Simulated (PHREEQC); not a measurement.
0.54 g of hydrous ferric oxide (600 m²/g; 0.2 weak and 0.005 strong sites per Fe, Dzombak-Morel constants, diffuse double layer) in 1 kg of water with 0.1 mol/kgw of an inert sodium salt and 9.1e-06 mol Na2SeO3, at 25 °C; the pH is set by adding NaOH or the inert anion's acid. No oxygen is let in. No CO2 enters from the air. Precipitation was switched off in this run.

The series has 13 steps of pH, from 3 to 11.

All values are PHREEQC results (ion-association model, wateq4f.dat), not measurements.

### Question
Near which pH is half of the Se sorbed, and on which side is more sorbed?

### Answer
Near pH 9.2, with more sorbed at lower pH.

Complexes and solids missing from the database can't appear. The database's selenite sorption wasn't checked against measurements; a fall in acid may be a fault of its surface constants. The oxide is taken as insoluble; below pH 4 it would dissolve.
